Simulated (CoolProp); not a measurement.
A closed Brayton cycle with dry air: compressor inlet 333.15 K and 7.5 MPa, high pressure 14.5 MPa, turbine inlet 970 K, compressor efficiency 0.85, turbine efficiency 0.85, recuperator effectiveness 0.9 (on enthalpy, no pinch check). Each further row changes one setting.

The numbers come from the reference Helmholtz-energy equation of state, Lemmon 2000 in CoolProp. It is a pseudo-pure fit of the blend.

```
case                           thermal efficiency (%)  net work (kJ/kg)  compressor to turbine work  compressor exit (K)  turbine exit (K)
-----------------------------  ----------------------  ----------------  --------------------------  -------------------  ----------------
as stated                                        32.5              64.9                        0.56                415.2             842.1
turbine inlet 920 K                        (withheld)              57.3                        0.59                415.2             797.6
compressor inlet 343.15 K                        31.4              62.2                  (withheld)                427.5             842.1
high pressure 12.3 MPa                           31.0              52.5                  (withheld)           (withheld)             872.3
recuperator effectiveness 0.5                    16.9              64.9                        0.56                415.2             842.1
```

### Question
Some entries are withheld; supply them.

### Answer

- turbine inlet 920 K, thermal efficiency (%): 30.6
- compressor inlet 343.15 K, compressor to turbine work: 0.58
- high pressure 12.3 MPa, compressor to turbine work: 0.54
- high pressure 12.3 MPa, compressor exit (K): 393.3
